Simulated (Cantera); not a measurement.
A Cantera script and what it prints.

```python
import numpy as np
import cantera as ct

gas_names = [...]  # 76 gases of nasa_gas.yaml made of C, H
cond_names = """
    C(gr) C6H6(L) C7H8(L) C8H18(L),n-octa
""".split()


# ... load() reads the species with a 1 bar reference pressure and builds the phases ...
atoms = {
    'n-butane': {'C': 4, 'H': 10},
    'H2': {'H': 2},
}
top_T = {'C(gr)': 4500}  # K; cautious upper limits of use, not melting points


# ... equilibrate(T, P, feed) seeds the gas with the atoms and calls Mixture.equilibrate('TP', solver="vcs", rtol=1e-11, max_steps=5000) ...
results = []
feed = {'n-butane': 1, 'H2': 8}  # mol
T = 1850  # K
P = 36  # Pa
mix = equilibrate(T, P, feed)
results.append((T, P, feed, dict(zip(mix.species_names, mix.species_moles))))
print(gas.report(threshold=1e-05))
for i in range(1, mix.n_phases):
    print(f"{mix.phase(i).name:16s} {mix.phase_moles(i):12.5e} mol")
```

Result:

```
       temperature   1850 K
          pressure   36 Pa
           density   4.6666e-06 kg/m^3
  mean mol. weight   1.9939 kg/kmol
   phase of matter   gas

                          1 kg             1 kmol
                     ---------------   ---------------
          enthalpy        2.6898e+07        5.3631e+07  J
   internal energy        1.9183e+07        3.8249e+07  J
           entropy        1.2635e+05        2.5193e+05  J/K
    Gibbs function       -2.0685e+08       -4.1244e+08  J
 heat capacity c_p             16715             33329  J/K
 heat capacity c_v             12545             25014  J/K

                      mass frac. Y      mole frac. X     chem. pot. / RT
                     ---------------   ---------------   ---------------
    C2H2,acetylene         0.0033191        0.00025416           -32.396
                 H          0.014149          0.027989           -13.596
                H2           0.98253           0.97176           -27.193
     [  +73 minor]        4.6571e-06        4.7884e-07

C(gr)             3.99329e+00 mol
```

These are equilibrium values from Cantera (NASA tables, ideal gas, pure condensed phases), not measurements of a reactor.
